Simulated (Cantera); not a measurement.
A perfectly stirred reactor is fed with C₃H₈ : O₂ : N₂ = 1 : 7.25 : 56.5 (molar parts), equivalence ratio 0.69, at 7.20 bar; it is adiabatic with a 725 K inlet, and is followed from long to short residence time, starting on the burning branch (τ in s: 0.16, 0.084, 0.045, 0.024, 0.013, 0.0069, 0.0037, 0.002, 0.0011, 0.00057, 0.0003, 0.00016, 8.7e-05).

Detailed kinetics in Cantera: GRI-Mech 3.0 (53 species, 325 reactions). GRI-Mech 3.0 was tuned for natural gas; its chemistry of propane as a main component is partial and can be far from experiment.

Problem. What does this change do: pressure from 7.20 bar to 0.220 bar?

Solution. 
| quantity | before | after |
|---|---|---|
| blow-out, bracketed by the residence times tried | burning at 0.570 ms, out at 0.300 ms | burning at 1.10 ms, out at 0.570 ms |
| x(C₃H₈) at τ = 0.160 s | 6.45e-7 | 1.33e-6 |
| x(O₂) at τ = 0.160 s | 0.0343 | 0.0346 |
| x(H₂O) at τ = 0.160 s | 0.0607 | 0.0593 |
| x(C₂H₆) at τ = 0.160 s | 5.56e-10 | 3.44e-10 |
| x(OH) at τ = 0.160 s | 0.000147 | 0.00134 |
| x(C₃H₈) at τ = 3.70 ms | 9.73e-6 | 1.94e-5 |
| x(O₂) at τ = 3.70 ms | 0.0351 | 0.0391 |
| x(H₂O) at τ = 3.70 ms | 0.0603 | 0.0547 |
| x(C₂H₆) at τ = 3.70 ms | 2.03e-8 | 2.69e-8 |
| x(OH) at τ = 3.70 ms | 0.000392 | 0.00213 |

Problem. What does this change do: inlet temperature 725 to 675 K?

Solution. 
| quantity | before | after |
|---|---|---|
| blow-out, bracketed by the residence times tried | burning at 0.570 ms, out at 0.300 ms | burning at 1.10 ms, out at 0.570 ms |
| x(C₃H₈) at τ = 0.160 s | 6.45e-7 | 8.52e-7 |
| x(O₂) at τ = 0.160 s | 0.0343 | 0.0343 |
| x(H₂O) at τ = 0.160 s | 0.0607 | 0.0607 |
| x(C₂H₆) at τ = 0.160 s | 5.56e-10 | 7.64e-10 |
| x(OH) at τ = 0.160 s | 0.000147 | 0.000122 |
| x(C₃H₈) at τ = 3.70 ms | 9.73e-6 | 1.29e-5 |
| x(O₂) at τ = 3.70 ms | 0.0351 | 0.0353 |
| x(H₂O) at τ = 3.70 ms | 0.0603 | 0.0603 |
| x(C₂H₆) at τ = 3.70 ms | 2.03e-8 | 3.86e-8 |
| x(OH) at τ = 3.70 ms | 0.000392 | 0.000310 |
